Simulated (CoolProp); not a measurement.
Vapour pressure (kPa) of CH2F2 (R32): the reference equation beside estimates from Tc = 351.3 K, pc = 5783 kPa, ω = 0.277. Clausius-Clapeyron is anchored at 280.7 K with a constant enthalpy of vaporisation of 15.77 kJ/mol.

Values from CoolProp's reference Helmholtz-energy equation of state, Tillner-Roth 1997.

```
T (K)  reference  Lee-Kesler  Clausius-Clapeyron  van der Waals  Redlich-Kwong  Soave-Redlich-Kwong  Peng-Robinson
-----  ---------  ----------  ------------------  -------------  -------------  -------------------  -------------
264.5      610.4       617.0               680.0           1665          909.6                617.4          611.3
272.6      798.9       809.1               841.4           1923           1141                811.1          801.6
280.7       1029        1042                1029           2206           1411                 1047           1034
288.9       1309        1326                1246           2517           1726                 1335           1318
297         1638        1658                1490           2850           2082                 1674           1652
305.1       2027        2048                1765           3209           2484                 2072           2046
313.2       2481        2503                2073           3595           2935                 2536           2506
321.3       3009        3031                2415           4008           3437                 3072           3040
```

Absolute difference from the reference over all 8 rows, mean and median: Lee-Kesler 1.1 and 1.2 %, Clausius-Clapeyron 10.0 and 10.2 %, van der Waals 91.3 and 83.1 %, Redlich-Kwong 30.4 and 29.5 %, Soave-Redlich-Kwong 1.9 and 2.0 %, Peng-Robinson 0.7 and 0.8 %.
